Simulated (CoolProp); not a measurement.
A closed Brayton cycle with carbon dioxide: compressor inlet 316.15 K and 7.9 MPa, high pressure 26.6 MPa, turbine inlet 830 K, compressor efficiency 0.85, turbine efficiency 0.85, recuperator effectiveness 0.8 (on enthalpy, no pinch check). Each further row changes one setting.

The numbers come from the reference Helmholtz-energy equation of state, Span 1996 in CoolProp.

```
case                           thermal efficiency (%)  net work (kJ/kg)  compressor to turbine work  compressor exit (K)  turbine exit (K)
-----------------------------  ----------------------  ----------------  --------------------------  -------------------  ----------------
as stated                                        29.4              89.5                        0.40                411.8             693.4
turbine inlet 780 K                              27.9              79.1                        0.43                411.8               ___
compressor inlet 326.15 K                        27.9               ___                         ___                  ___             693.4
high pressure 22.6 MPa                           28.3               ___                        0.38                  ___             711.1
recuperator effectiveness 0.5                     ___              89.5                        0.40                411.8             693.4
```

Q: What belongs in the gaps?

A: 
- turbine inlet 780 K, turbine exit (K): 648.1
- compressor inlet 326.15 K, net work (kJ/kg): 80.0
- compressor inlet 326.15 K, compressor to turbine work: 0.46
- compressor inlet 326.15 K, compressor exit (K): 432.2
- high pressure 22.6 MPa, net work (kJ/kg): 81.2
- high pressure 22.6 MPa, compressor exit (K): 398.5
- recuperator effectiveness 0.5, thermal efficiency (%): 22.3
